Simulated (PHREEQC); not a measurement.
A made-up water analysis in mg/L, 20 °C, pH 5.89, pe -1.5:

```
constituent             mg/L
------------------  --------
Na                      1.59
K                      0.365
Ca                      3.42
Mg                      2.59
Cl                      6.79
S(6) as SO4             8.92
Alkalinity as HCO3      4.62
Fe(2)                  0.045
F                    0.00784
Mn(2)                  0.317
Si as SiO2             0.035
B                   0.000611
Li                   0.00083
```

Valence states are taken as typed.

The numbers come from PHREEQC with the ion-association model, phreeqc.dat.

```json
[
 {"quantity": "CO2 (mol/kgw)", "before": "0.000231", "after": "2.27e-5"},
 {"quantity": "MgSO4 (mol/kgw)", "before": "1.53e-6", "after": "1.53e-6"},
 {"quantity": "CaSO4 (mol/kgw)", "before": "1.02e-6", "after": "1.02e-6"},
 {"quantity": "MgHCO3+ (mol/kgw)", "before": "8.20e-8", "after": "8.06e-8"},
 {"quantity": "CaHCO3+ (mol/kgw)", "before": "6.72e-8", "after": "6.60e-8"},
 {"quantity": "MnSO4 (mol/kgw)", "before": "6.47e-8", "after": "6.46e-8"},
 {"quantity": "SI of Quartz (SiO2)", "before": "-2.18", "after": "-2.18"},
 {"quantity": "SI of Rhodochrosite (MnCO3)", "before": "-2.80", "after": "-1.81"}
]
```

Problem. Name the change that produced these shifts.
(A) Ca from 3.42 to 10.3 mg/L
(B) pH from 5.89 to 5.5 at the same alkalinity
(C) pH from 5.89 to 6.89 at the same alkalinity
(D) temperature from 20 to 70 °C at the same typed pH

Solution. C, pH from 5.89 to 6.89 at the same alkalinity

No solid was allowed to form. SiF6-2 is the database's only silicon fluoride. Real BF4- forms and hydrolyses slowly; the run takes it at equilibrium. Fluoro complexes past AlF4- and FeF3 are missing from the database.
